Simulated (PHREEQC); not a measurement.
A column of 0.5 m (30 cells, dispersivity 0.018 m, 60 s a shift, diffusion coefficient 3e-10 m²/s) holds 0.034 eq of the database's cation exchanger X per kg of pore water, first in equilibrium with 0.0038 mol BaCl2, 0.042 mol MgCl2 and 1e-05 mol HCl per kg of water. It is flushed with 0.026 mol/kgw BaCl2 and 1e-05 mol/kgw HCl, at 40 °C. Values are for the last cell. No CO2 enters from the air. Precipitation was switched off in this run.

Base run: PHREEQC, ion-association model, phreeqc.dat. Each further column changes one thing. The table gives Mg in solution (mol/kgw).

```json
[
 {"pore volumes": "0", "base": "0.0420", "exchange capacity from 0.034 to 0.017 eq/kgw": "0.0420", "dispersivity from 0.018 to 0.036 m": "0.0420"},
 {"pore volumes": "0.4167", "base": "0.0420", "exchange capacity from 0.034 to 0.017 eq/kgw": "0.0420", "dispersivity from 0.018 to 0.036 m": "0.0418"},
 {"pore volumes": "0.8167", "base": "0.0370", "exchange capacity from 0.034 to 0.017 eq/kgw": "0.0360", "dispersivity from 0.018 to 0.036 m": "0.0346"},
 {"pore volumes": "1.217", "base": "0.0243", "exchange capacity from 0.034 to 0.017 eq/kgw": "0.0171", "dispersivity from 0.018 to 0.036 m": "0.0224"},
 {"pore volumes": "1.617", "base": "0.0113", "exchange capacity from 0.034 to 0.017 eq/kgw": "0.00438", "dispersivity from 0.018 to 0.036 m": "0.0117"},
 {"pore volumes": "2.017", "base": "0.00307", "exchange capacity from 0.034 to 0.017 eq/kgw": "0.000764", "dispersivity from 0.018 to 0.036 m": "0.00496"},
 {"pore volumes": "2.417", "base": "0.000650", "exchange capacity from 0.034 to 0.017 eq/kgw": "0.000111", "dispersivity from 0.018 to 0.036 m": "0.00190"},
 {"pore volumes": "2.817", "base": "0.000124", "exchange capacity from 0.034 to 0.017 eq/kgw": "1.47e-5", "dispersivity from 0.018 to 0.036 m": "0.000690"},
 {"pore volumes": "3.217", "base": "2.22e-5", "exchange capacity from 0.034 to 0.017 eq/kgw": "1.84e-6", "dispersivity from 0.018 to 0.036 m": "___"},
 {"pore volumes": "3.617", "base": "3.85e-6", "exchange capacity from 0.034 to 0.017 eq/kgw": "2.22e-7", "dispersivity from 0.018 to 0.036 m": "8.63e-5"},
 {"pore volumes": "4.017", "base": "6.51e-7", "exchange capacity from 0.034 to 0.017 eq/kgw": "___", "dispersivity from 0.018 to 0.036 m": "___"}
]
```

Question: Complete the blanks.

Answer: 
- 3.217, dispersivity from 0.018 to 0.036 m: 0.000245
- 4.017, exchange capacity from 0.034 to 0.017 eq/kgw: 2.60e-8
- 4.017, dispersivity from 0.018 to 0.036 m: 3.01e-5

At this temperature some constants are extrapolated from 25 °C, and those without enthalpy data are left unchanged.
